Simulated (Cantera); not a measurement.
An isothermal, constant-pressure homogeneous reactor starts with 7.14 % CH4, 92.9 % H2O, at 1698 K and 10.0 bar.

Model: GRI-Mech 3.0 (53 species, 325 reactions), integrated in Cantera.

x: mole fraction; the columns are a selection and need not sum to one.

```tsv
t (s)	x CH4	x H2O	x O2	x H	x C2H6
4.00e-5	0.0705	0.928	2.78e-10	5.71e-7	0.000226
0.000137	0.0679	0.927	2.17e-9	1.38e-6	0.000426
0.000466	0.0606	0.920	7.72e-9	3.36e-6	0.000312
0.00159	…	0.901	…	…	…
0.00543	0.0289	0.869	2.99e-9	1.18e-5	4.04e-5
0.0185	0.0174	0.818	1.26e-9	1.63e-5	1.08e-5
0.0632	0.0103	0.762	6.51e-10	1.92e-5	2.89e-6
0.216	0.00280	0.728	4.52e-10	2.07e-5	1.81e-7
0.737	6.16e-5	0.719	4.22e-10	2.14e-5	8.64e-11
2.51	2.29e-8	0.719	4.26e-10	2.15e-5	<1e-12
8.58	2.27e-8	0.719	4.26e-10	2.15e-5	<1e-12
29.3	2.27e-8	0.719	4.26e-10	2.15e-5	<1e-12
100	2.27e-8	0.719	4.26e-10	2.15e-5	<1e-12
```

Problem. Fill in the missing entries.

Solution. 
- 0.00159, x CH4: 0.0463
- 0.00159, x O2: 8.76e-9
- 0.00159, x H: 7.06e-6
- 0.00159, x C2H6: 0.000139
